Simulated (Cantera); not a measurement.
What does this Cantera script print?

```python
import numpy as np
import cantera as ct

gas = ct.Solution("gri30.yaml")
gas.TPX = 573, 210000, {'CH4': 1, 'O2': 1.54, 'N2': 5.78}
inlet = ct.Reservoir(gas, clone=True)
gas.equilibrate("HP")  # start burning
reactor = ct.IdealGasConstPressureReactor(gas, energy="on", clone=False)
exhaust = ct.Reservoir(gas, clone=True)
tau = [0.13, 0.06, 0.028, 0.013, 0.0063, 0.003, 0.0014, 0.00066, 0.00031, 0.00015, 7e-05, 3.3e-05][0]
for a, b in ((inlet, reactor), (reactor, exhaust)):
    ct.MassFlowController(a, b, mdot=lambda t: reactor.mass / tau)
net = ct.ReactorNet([reactor])
show = ['CH4', 'O2', 'H', 'N2O', 'CO2']

rows = []
print(f"{'tau/s':>10s}{'T/K':>9s}" + "".join(f"{s:>11s}" for s in show))
for tau in [0.13, 0.06, 0.028, 0.013, 0.0063, 0.003, 0.0014, 0.00066, 0.00031, 0.00015, 7e-05, 3.3e-05]:
    net.initial_time = 0.0
    net.advance(30 * tau)
    before = gas.X
    net.advance(40 * tau)
    drift = np.max(np.abs(gas.X - before) / (gas.X + 1e-9))
    rows.append([gas.T, *gas[show].X, drift])
    print(f"{tau:10.3e}{gas.T:9.1f}" + "".join(f"{x:11.3e}" for x in gas[show].X))
```

It prints:

```
     tau/s      T/K        CH4         O2          H        N2O        CO2
 1.300e-01   2246.3  1.385e-05  6.269e-05  1.341e-03  1.508e-08  5.091e-02
 6.000e-02   2243.4  2.245e-05  9.800e-05  1.546e-03  1.916e-08  5.087e-02
 2.800e-02   2239.1  3.362e-05  1.584e-04  1.850e-03  2.543e-08  5.081e-02
 1.300e-02   2233.0  4.815e-05  2.613e-04  2.284e-03  3.457e-08  5.072e-02
 6.300e-03   2225.0  6.686e-05  4.213e-04  2.831e-03  4.610e-08  5.058e-02
 3.000e-03   2214.2  9.575e-05  6.871e-04  3.530e-03  6.071e-08  5.033e-02
 1.400e-03   2199.8  1.459e-04  1.136e-03  4.364e-03  7.806e-08  4.990e-02
 6.600e-04   2181.7  2.377e-04  1.882e-03  5.218e-03  9.624e-08  4.915e-02
 3.100e-04   2158.0  4.252e-04  3.211e-03  5.937e-03  1.124e-07  4.775e-02
 1.500e-04   2124.9  8.410e-04  5.735e-03  6.191e-03  1.170e-07  4.505e-02
 7.000e-05   2043.3  2.576e-03  1.388e-02  4.820e-03  7.952e-08  3.729e-02
 3.300e-05    573.0  1.202e-01  1.851e-01 -1.525e-27 -3.855e-21 -1.114e-15
```

Model: GRI-Mech 3.0 (53 species, 325 reactions), integrated in Cantera.
